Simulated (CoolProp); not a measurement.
A Linde-Hampson liquefier for ethane: isothermal reversible compression at 320 K from 1 atm to 25 MPa, throttling to 1 atm, return gas leaving the recuperator 5 K below the feed. Each further row changes one setting.

Values from CoolProp's reference Helmholtz-energy equation of state, Bücker 2006.

```json
[
 {"case": "as stated", "liquid yield per pass": "0.460", "compression work (kJ/kg of gas)": "378"},
 {"case": "high pressure 50 MPa", "liquid yield per pass": "0.444", "compression work (kJ/kg of gas)": "436"},
 {"case": "warm-end temperature 350 K", "liquid yield per pass": "0.382", "compression work (kJ/kg of gas)": "443"},
 {"case": "warm-end gap 10 K", "liquid yield per pass": "0.453", "compression work (kJ/kg of gas)": "378"}
]
```
